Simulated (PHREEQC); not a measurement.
Model water analysis in mg/kgw, 25 °C, pH 6.09, pe 8.1: Na 8.49; K 2.83e-06; Ca 1.32; Mg 0.0921; Cl 3.72; S(6) as SO4 1.61; Alkalinity as HCO3 8.9; O(0) (dissolved oxygen) 0.0558; Ba 0.832; Zn 0.706.

Valence states are taken as typed.

The numbers come from PHREEQC with the ion-association model, wateq4f.dat.

```
Item                            Result
--------------------  ----------------
ionic strength        0.000450 mol/kgw
charge-balance error            25.2 %
```

| species | molality | activity | log γ |
|---|---|---|---|
| Na+ | 0.000369 | 0.000360 | -0.010 |
| CO2 | 0.000261 | 0.000261 | 0.000 |
| HCO3- | 0.000146 | 0.000143 | -0.010 |
| Cl- | 0.000105 | 0.000102 | -0.011 |
| Ca+2 | 3.28e-5 | 2.98e-5 | -0.042 |
| SO4-2 | 1.65e-5 | 1.50e-5 | -0.042 |
| Zn+2 | 1.06e-5 | 9.59e-6 | -0.042 |
| Ba+2 | 6.01e-6 | 5.46e-6 | -0.042 |
| Mg+2 | 3.77e-6 | 3.43e-6 | -0.042 |
| O2 | 1.74e-6 | 1.74e-6 | 0.000 |
| H+ | 8.32e-7 | 8.13e-7 | -0.010 |
| ZnHCO3+ | 1.77e-7 | 1.73e-7 | -0.011 |
| CaSO4 | 8.93e-8 | 8.93e-8 | 0.000 |
| CaHCO3+ | 5.56e-8 | 5.43e-8 | -0.010 |
| BaSO4 | 4.11e-8 | 4.11e-8 | 0.000 |

This is a speciation only: nothing precipitates in the calculation.
